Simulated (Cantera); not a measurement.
An adiabatic, constant-pressure homogeneous reactor starts with H₂ : O₂ : N₂ = 1 : 1.52 : 12.9 (molar parts), equivalence ratio 0.33, at 1648 K and 2.30 bar. Integrator tolerance rtol = 1e-08.

Computed with Cantera and the H2/O2 subset of GRI-Mech 3.0, which has no nitrogen chemistry. The hydrogen kinetics of GRI-Mech 3.0 are dated; newer H2 mechanisms differ, most at raised pressure.

Task: What does this change do: N2 12.9 to 20 parts?

Result: 
```csv
quantity,before,after
time of steepest temperature rise,8.77 µs,12.8 µs
temperature at 4.00 s,2094 K,1958 K
equilibrium temperature,2094 K,1958 K
x(H₂) at 4.00 s,9.60e-5 (gas-phase equilibrium 9.60e-5),2.90e-5 (gas-phase equilibrium 2.90e-5)
x(O₂) at 4.00 s,0.0679 (gas-phase equilibrium 0.0679),0.0461 (gas-phase equilibrium 0.0461)
x(H₂O) at 4.00 s,0.0661 (gas-phase equilibrium 0.0661),0.0451 (gas-phase equilibrium 0.0451)
x(OH) at 4.00 s,0.00159 (gas-phase equilibrium 0.00159),0.000620 (gas-phase equilibrium 0.000620)
x(H₂O₂) at 4.00 s,6.54e-8 (gas-phase equilibrium 6.54e-8),2.36e-8 (gas-phase equilibrium 2.36e-8)
x(HO₂) at 4.00 s,1.75e-6 (gas-phase equilibrium 1.75e-6),6.32e-7 (gas-phase equilibrium 6.32e-7)
```

Task: What does this change do: N2 12.9 to 4 parts?

Result: 
| quantity | before | after |
|---|---|---|
| time of steepest temperature rise | 8.77 µs | 3.62 µs |
| temperature at 4.00 s | 2094 K | 2578 K |
| equilibrium temperature | 2094 K | 2578 K |
| x(H₂) at 4.00 s | 9.60e-5 (gas-phase equilibrium 9.60e-5) | 0.00217 (gas-phase equilibrium 0.00217) |
| x(O₂) at 4.00 s | 0.0679 (gas-phase equilibrium 0.0679) | 0.162 (gas-phase equilibrium 0.162) |
| x(H₂O) at 4.00 s | 0.0661 (gas-phase equilibrium 0.0661) | 0.153 (gas-phase equilibrium 0.153) |
| x(OH) at 4.00 s | 0.00159 (gas-phase equilibrium 0.00159) | 0.0173 (gas-phase equilibrium 0.0173) |
| x(H₂O₂) at 4.00 s | 6.54e-8 (gas-phase equilibrium 6.54e-8) | 7.76e-7 (gas-phase equilibrium 7.76e-7) |
| x(HO₂) at 4.00 s | 1.75e-6 (gas-phase equilibrium 1.75e-6) | 2.18e-5 (gas-phase equilibrium 2.18e-5) |

Task: What does this change do: O2 1.52 to 3.8 parts?

Result: 
```json
[
 {"quantity": "time of steepest temperature rise", "before": "8.77 µs", "after": "6.27 µs"},
 {"quantity": "temperature at 4.00 s", "before": "2094 K", "after": "2035 K"},
 {"quantity": "equilibrium temperature", "before": "2094 K", "after": "2035 K"},
 {"quantity": "x(H₂) at 4.00 s", "before": "9.60e-5 (gas-phase equilibrium 9.60e-5)", "after": "3.25e-5 (gas-phase equilibrium 3.25e-5)"},
 {"quantity": "x(O₂) at 4.00 s", "before": "0.0679 (gas-phase equilibrium 0.0679)", "after": "0.191 (gas-phase equilibrium 0.191)"},
 {"quantity": "x(H₂O) at 4.00 s", "before": "0.0661 (gas-phase equilibrium 0.0661)", "after": "0.0573 (gas-phase equilibrium 0.0573)"},
 {"quantity": "x(OH) at 4.00 s", "before": "0.00159 (gas-phase equilibrium 0.00159)", "after": "0.00146 (gas-phase equilibrium 0.00146)"},
 {"quantity": "x(H₂O₂) at 4.00 s", "before": "6.54e-8 (gas-phase equilibrium 6.54e-8)", "after": "7.91e-8 (gas-phase equilibrium 7.91e-8)"},
 {"quantity": "x(HO₂) at 4.00 s", "before": "1.75e-6 (gas-phase equilibrium 1.75e-6)", "after": "2.83e-6 (gas-phase equilibrium 2.83e-6)"}
]
```
